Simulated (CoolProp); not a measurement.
Vapour pressure (bar) of methane: the reference equation beside estimates from Tc = 190.6 K, pc = 45.99 bar, ω = 0.011. Clausius-Clapeyron is anchored at 138.9 K with a constant enthalpy of vaporisation of 7.193 kJ/mol.

Values from CoolProp's reference Helmholtz-energy equation of state, Setzmann 1991.

| T (K) | reference | Lee-Kesler | Clausius-Clapeyron | van der Waals | Soave-Redlich-Kwong | Peng-Robinson |
|---|---|---|---|---|---|---|
| 120.9 | 2.039 | 2.025 | 2.395 | 5.473 | 2.011 | [?] |
| 125.4 | 2.758 | 2.748 | [?] | 6.675 | 2.735 | 2.774 |
| 129.9 | 3.651 | 3.646 | 3.933 | 8.041 | 3.638 | [?] |
| 134.4 | 4.742 | 4.743 | [?] | 9.578 | 4.745 | 4.769 |
| 138.9 | 6.054 | 6.063 | 6.054 | 11.30 | 6.080 | 6.090 |
| 143.5 | 7.651 | 7.667 | [?] | 13.25 | 7.707 | 7.699 |
| 148 | 9.489 | 9.509 | 8.879 | 15.35 | 9.582 | 9.552 |
| 152.5 | 11.62 | 11.65 | 10.55 | 17.66 | 11.76 | 11.71 |
| 157 | 14.09 | 14.10 | 12.41 | 20.17 | 14.27 | 14.19 |

Question: What belongs in the gaps?

Answer: 
- 120.9, Peng-Robinson: 2.052
- 125.4, Clausius-Clapeyron: 3.097
- 129.9, Peng-Robinson: 3.672
- 134.4, Clausius-Clapeyron: 4.915
- 143.5, Clausius-Clapeyron: 7.392

Absolute difference from the reference over all 9 rows, mean and median: Lee-Kesler 0.2 and 0.2 %, Clausius-Clapeyron 8.0 and 7.7 %, van der Waals 94.4 and 86.7 %, Soave-Redlich-Kwong 0.8 and 0.8 %, Peng-Robinson 0.6 and 0.6 %.
